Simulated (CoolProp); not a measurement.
Vapour-liquid equilibrium of ethanol (1) + o-xylene (2) at 133 kPa; x and y are mole fractions of (1).

Values from CoolProp's multi-fluid Helmholtz-energy mixture model, Schroeder 2014 and Zhou 2012; pair parameters Bell 2016.

```tsv
x	bubble temperature (K)	y at the bubble point	dew temperature at overall composition x (K)	liquid density (mol/L)
0.05	396.6	0.583	426.0	7.606
0.15	375.7	0.798	421.6	…
0.25	369.0	0.848	416.9	8.712
0.35	366.3	0.867	411.7	…
0.45	364.9	0.878	405.8	9.885
0.55	363.9	0.887	399.1	10.60
0.65	362.9	0.898	391.2	11.44
0.75	361.8	0.913	381.4	12.43
0.85	…	0.938	368.7	13.61
0.95	…	0.975	360.1	…
```

Question: Fill in the missing entries.

Answer: 
- 0.15, liquid density (mol/L): 8.192
- 0.35, liquid density (mol/L): 9.265
- 0.85, bubble temperature (K): 360.6
- 0.95, bubble temperature (K): 359.3
- 0.95, liquid density (mol/L): 15.02

No azeotrope shows between x = 0.05 and 0.95.

Pair parameters are fitted to limited data, so mixtures are less certain than the pure fluids. With so large a gap from Raoult's law the liquid may split in two, which this calculation doesn't test in full.
